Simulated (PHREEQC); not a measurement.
2.8 g of hydrous ferric oxide (600 m²/g; 0.2 weak and 0.005 strong sites per Fe, Dzombak-Morel constants, diffuse double layer) in 1 kg of water with 0.01 mol/kgw of an inert sodium salt and 0.0015 mol ZnSO4, at 25 °C; the pH is set by adding NaOH or the inert anion's acid. O2 is buffered at 0.21 atm. No CO2 enters from the air. No solid was allowed to form.

Base run: PHREEQC, ion-association model, wateq4f.dat. Each further column changes one thing. The table gives S sorbed (%).

```csv
pH,base,no electrostatic term (-no_edl),background salt from 0.01 to 0.001 mol/kgw,oxide from 2.8 to 14 g/kgw,0.013 mol/kgw CuSO4 added
4,99.9,1.0,100.0,100.0,20.0
4.75,99.5,1.0,99.7,100.0,18.8
5.5,95.3,1.0,97.0,99.9,14.3
6.25,78.9,1.0,84.0,99.2,11.5
7,52.4,1.2,57.7,88.7,10.9
7.75,20.2,1.5,23.4,33.5,10.8
8.5,2.0,1.3,2.4,2.5,9.9
9.25,0.1,0.6,0.1,0.1,4.0
10,0.0,0.1,0.0,0.0,0.3
```

 In at least one series the solution becomes supersaturated in solids that the run did not let form, among them Zn(OH)2-a. The database's constant for dissolved Cu(OH)2 is higher than later reviews accept.
